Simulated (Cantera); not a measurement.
Input: 1 mol SiC, 0.064 mol Si, 4.1 mol N2, 0.00065 mol O2, held at 8.10 Pa.

Equilibrium computed with Cantera from the NASA thermochemical tables; the gas is ideal and each condensed phase is pure. Candidate condensed phases: C, Si, SiC, SiO2, Si2N2O, Si3N4; 56 gas species. Ions and electrons are included (thermal ionisation). The tables' values for SiN are old estimates; treat these amounts as uncertain. Rates play no part.

x: gas mole fraction; nothing condenses.

```json
[
 {"T (K)": "3000", "x N": "0.00127", "x N2": "0.678", "x Si": "0.178", "x C": "0.0835", "x e-": "9.57e-5", "x Si+": "9.69e-5", "x CN": "0.0398"},
 {"T (K)": "3500", "x N": "0.0198", "x N2": "0.646", "x Si": "0.171", "x C": "0.146", "x e-": "0.00108", "x Si+": "0.00108", "x CN": "0.0136"},
 {"T (K)": "4000", "x N": "(withheld)", "x N2": "(withheld)", "x Si": "(withheld)", "x C": "0.146", "x e-": "(withheld)", "x Si+": "(withheld)", "x CN": "(withheld)"},
 {"T (K)": "4500", "x N": "(withheld)", "x N2": "(withheld)", "x Si": "(withheld)", "x C": "(withheld)", "x e-": "(withheld)", "x Si+": "(withheld)", "x CN": "(withheld)"},
 {"T (K)": "5000", "x N": "0.713", "x N2": "0.0374", "x Si": "0.0505", "x C": "0.0958", "x e-": "0.0518", "x Si+": "0.0517", "x CN": "0.000121"}
]
```

### Question
Complete the blanks.

### Answer

- 4500, x N: 0.491
- 4500, x N2: 0.241
- 4500, x Si: 0.103
- 4500, x C: 0.118
- 4500, x e-: 0.0229
- 4500, x Si+: 0.0228
- 4500, x CN: 0.000791
- 4000, x N: 0.145
- 4000, x N2: 0.540
- 4000, x Si: 0.153
- 4000, x e-: 0.00649
- 4000, x Si+: 0.00649
- 4000, x CN: 0.00371
